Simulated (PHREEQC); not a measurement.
A solution holds 0.62 mol NH3 and 0.13 mol K2SO4 per kg of water, at 90 °C and 500 atm. Closed to the air; pH follows from the charge balance.

All values are PHREEQC results (ion-association model, phreeqc.dat), not measurements.

Precipitation was switched off in this run.

Problem. Order these S species by the share of S that they hold, largest first: NH4SO4-, KSO4-, SO4-2.

Solution. SO4-2 (58 %), KSO4- (42 %), NH4SO4- (0.75 %)

The pH is 9.90 and the ionic strength 0.287 mol/kgw. Under pressure, the constants of complexes without a molar volume in the database are unreliable. Constants without temperature data keep their 25 °C values here.
